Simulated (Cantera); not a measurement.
A closed system holds: 1 mol LiOH, 0.082 mol H2, 12 mol O2, equilibrated at 8.20 mbar.

These are equilibrium values from Cantera (NASA tables, ideal gas, pure condensed phases), not measurements of a reactor. Candidate condensed phases: H2O, Li, LiH, LiOH, Li2O; 17 gas species. Equilibrium is a limit: real reactors are often held back by kinetics, nucleation or transport. All values below are at 1675 K.

Base state: O2 0.916, LiOH 0.0718, H2O 0.00846, Li2O 0.00201, Li 0.000432, OH 0.000428, O 0.000361, LiO 0.000183 (mole fractions); condensed: gas only.

### Question
What changes in the equilibrium state with this change: H2 from 0.082 to 0.036 mol?

### Answer
```json
[
 {"species": "O2", "before": "0.916", "after": "0.920"},
 {"species": "LiOH", "before": "0.0718", "after": "0.0702"},
 {"species": "H2O", "before": "0.00846", "after": "0.00584"},
 {"species": "Li2O2", "before": "7.82e-5", "after": "0.000109"},
 {"species": "Li2O", "before": "0.00201", "after": "0.00279"},
 {"species": "OH", "before": "0.000428", "after": "0.000356"},
 {"species": "LiO", "before": "0.000183", "after": "0.000216"}
]
```
